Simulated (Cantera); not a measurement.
A closed system holds: 1 mol CH3F, 0.057 mol HCl, 0.065 mol H2, held at 3075 °C and 75.0 Torr.

These are equilibrium values from Cantera (NASA tables, ideal gas, pure condensed phases), not measurements of a reactor. Candidate condensed phases: C, C6H6, C7H8, C8H18; 118 gas species. Equilibrium is a limit: real reactors are often held back by kinetics, nucleation or transport.

Base state: H 0.434, HF 0.301, H2 0.111, C3 0.0692, C2H 0.0155, C2H2 (acetylene) 0.0147, Cl 0.0130, F 0.0128 (mole fractions); condensed: gas only.

What changes in the equilibrium state with this change: HCl from 0.057 to 1.3 mol?


```
species            before    after
----------------  -------  -------
H                   0.434    0.393
Cl                 0.0130    0.185
HF                  0.301    0.181
HCl               0.00498   0.0640
C2H2 (acetylene)   0.0147  0.00861
C3                 0.0692   0.0415
C2H                0.0155  0.00996
F                  0.0128  0.00856
H2                  0.111   0.0909
Cl2               6.35e-8  1.28e-5
CCl               3.79e-6  4.53e-5
```
The tables' values for CCl are old estimates; treat these amounts as uncertain.

What changes in the equilibrium state with this change: CH3F replaced by CCl4?


| species | before | after |
|---|---|---|
| Cl | 0.0130 | 0.879 |
| C3 | 0.0692 | 0.0608 |
| H | 0.434 | 0.0225 |
| HF | 0.301 | 0 |
| F | 0.0128 | 0 |
| C2H2 (acetylene) | 0.0147 | 3.63e-5 |
| H2 | 0.111 | 0.000297 |
| C2H | 0.0155 | 0.000735 |
| HCl | 0.00498 | 0.0174 |
| CF | 0.00263 | 0 |
| C2HF | 5.70e-5 | 0 |
| CF2 | 1.99e-5 | 0 |
The tables' values for CCl are old estimates; treat these amounts as uncertain.
